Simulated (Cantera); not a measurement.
A freely propagating, adiabatic, planar premixed flame of C3H8 : O2 : N2 = 1 : 4.17 : 15.7 (molar parts), unburnt at 675 K and 420 Torr; mixture-averaged transport, grid criteria slope 0.08 and curve 0.16, no radiation.

Detailed kinetics in Cantera: GRI-Mech 3.0 (53 species, 325 reactions). GRI-Mech 3.0 was tuned for natural gas; its chemistry of propane as a main component is partial and can be far from experiment. Burning velocities carry a grid error of a few per cent, more on coarse grids.

### Question
How do the results move with these cheaper or finer settings: unity-Lewis-number transport; multicomponent transport; multicomponent+Soret transport; grid criteria slope 0.5, curve 1; grid criteria slope 0.25, curve 0.5; grid criteria slope 0.03, curve 0.06?

### Answer
```
setting                               laminar burning velocity  thermal thickness  peak x(H)  peak x(C2H4)  grid points
------------------------------------  ------------------------  -----------------  ---------  ------------  -----------
as above                                              212 cm/s           0.418 mm     0.0176        0.0145          147
unity-Lewis-number transport                          133 cm/s           0.526 mm     0.0197       0.00852          144
multicomponent transport                              211 cm/s           0.423 mm     0.0176        0.0145          147
multicomponent+Soret transport                        209 cm/s           0.420 mm     0.0177        0.0146          147
grid criteria slope 0.5, curve 1                      230 cm/s           0.478 mm     0.0185        0.0143           46
grid criteria slope 0.25, curve 0.5                   222 cm/s           0.445 mm     0.0181        0.0144           65
grid criteria slope 0.03, curve 0.06                  208 cm/s           0.412 mm     0.0174        0.0145          346
```
The base run took roughly 16 core-seconds.
Unity Lewis numbers drop preferential diffusion, which matters most where H2 and H carry the flame; Soret adds thermal diffusion.
